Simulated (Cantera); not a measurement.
Input: 1 mol SiH₄, 26 mol N₂, held at 0.133 bar.

Cantera equilibrium calculation (NASA polynomials, part measured and part estimated; ideal gas, pure solids and liquids). Candidate condensed phases: Si, Si₃N₄; 18 gas species. N₂ is the only nitrogen source here; it is nearly inert below about 1500 K, so the nitride shown seldom forms there in practice. Equilibrium is a limit: real reactors are often held back by kinetics, nucleation or transport. All values below are at 1100 K.

Base state: N₂ 0.927, H₂ 0.0732 (mole fractions); condensed: Si₃N₄(s).

Problem. What changes in the equilibrium state with this change: SiH₄ replaced by SiF₄?

Solution. 
```json
[
 {"species": "N₂", "before": "0.927", "after": "0.963"},
 {"species": "SiF₄", "before": "0", "after": "0.0370"},
 {"species": "H₂", "before": "0.0732", "after": "0"},
 {"species": "Si₃N₄(s), mol", "before": "0.333", "after": "0"}
]
```
